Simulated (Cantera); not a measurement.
Thermodynamics of sublimation and decomposition of ceramics, feed Si₃N₄ + Si + H₂

Charge: 1 mol Si₃N₄, 0.36 mol Si, 0.19 mol H₂, at 2073.15 K and 75.0 Torr.

Equilibrium computed with Cantera from the NASA thermochemical tables; the gas is ideal and each condensed phase is pure. Candidate condensed phases: Si, Si₃N₄; 18 gas species. The tables' values for SiN are old estimates; treat these amounts as uncertain. Gases not in the tables: Si₂H₆ and higher silanes. The numbers say what is thermodynamically allowed, not how fast it happens.

```
Property        Value
----------  ---------
x(N₂)           0.911
x(H₂)          0.0853
x(H)          0.00243
x(Si)        0.000998
x(Si₂N)       8.15e-5
x(SiN)        6.63e-5
x(SiH)        5.30e-5
x(SiH₂)       1.35e-5
x(Si₂)        1.23e-5
n(Si(l))     3.36 mol
gas amount  2.195 mol
```
